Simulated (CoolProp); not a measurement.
Vapour-liquid equilibrium of R125 (1) + dimethyl ether (2) at -45.15 °C; x and y are mole fractions of (1).

Model: multi-fluid Helmholtz-energy mixture model, Lemmon 2005 and Wu 2011; pair parameters Bell 2016, in CoolProp.

Task: Give the bubble pressure and the first vapour's composition at x = 0.2, 0.5, 0.95. Is there an azeotrope?

Result: x = 0.2: 0.04355 MPa, y = 0.310; x = 0.5: 0.06040 MPa, y = 0.729; x = 0.95: 0.1111 MPa, y = 0.993. No azeotrope shows between x = 0.05 and 0.95.

Pair parameters are fitted to limited data, so mixtures are less certain than the pure fluids.
